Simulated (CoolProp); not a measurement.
Vapour-liquid equilibrium of propylene (1) + R152A (2) at 0.0432 MPa; x and y are mole fractions of (1).

The numbers come from the multi-fluid Helmholtz-energy mixture model, Lemmon 2013 and Outcalt 1996; pair parameters Bell 2016 in CoolProp.

```tsv
x	bubble temperature, mixture model (K)	bubble temperature, Raoult's law (K)	y, mixture model	y, Raoult's law
0.05	225.5	229.6	0.304	0.140
0.2	215.9	224.6	0.652	0.449
0.35	212.1	220.4	0.755	0.647
0.5	210.4	216.9	0.800	0.780
0.65	209.5	214.0	0.832	0.872
0.8	208.8	211.4	0.872	0.938
0.95	208.4	209.1	0.952	0.987
```

The largest gap from Raoult's law is -8.7 K in bubble temperature, at x = 0.2. No azeotrope shows between x = 0.05 and 0.95.

The pair parameters rest on a limited set of measurements; away from them the model extrapolates.
